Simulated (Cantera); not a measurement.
A closed system holds: 1 mol SiCl4, 1.7 mol HCl, 9.6 mol H2, at 0.100 bar.

Cantera equilibrium calculation (NASA polynomials, part measured and part estimated; ideal gas, pure solids and liquids). Candidate condensed phases: Si; 19 gas species. The tables' values for SiCl3, SiCl are old estimates; treat these amounts as uncertain. Equilibrium is a limit: real reactors are often held back by kinetics, nucleation or transport. All values below are at 1773 K.

Base state: H2 0.650, HCl 0.273, SiCl2 0.0703, SiCl3 0.00429, H 0.000726, SiCl4 0.000445, SiHCl3 0.000248, Cl 0.000234 (mole fractions); condensed: gas only.

### Question
What changes in the equilibrium state with this change: pressure from 0.100 bar to 1.70 bar?

### Answer
| species | before | after |
|---|---|---|
| H2 | 0.650 | 0.667 |
| HCl | 0.273 | 0.256 |
| SiCl2 | 0.0703 | 0.0550 |
| SiCl3 | 0.00429 | 0.0128 |
| SiH3Cl | 7.64e-7 | 1.14e-5 |
| SiH2Cl2 | 2.49e-5 | 0.000339 |
| SiHCl3 | 0.000248 | 0.00309 |
The tables' values for SiCl3 are old estimates; treat these amounts as uncertain.
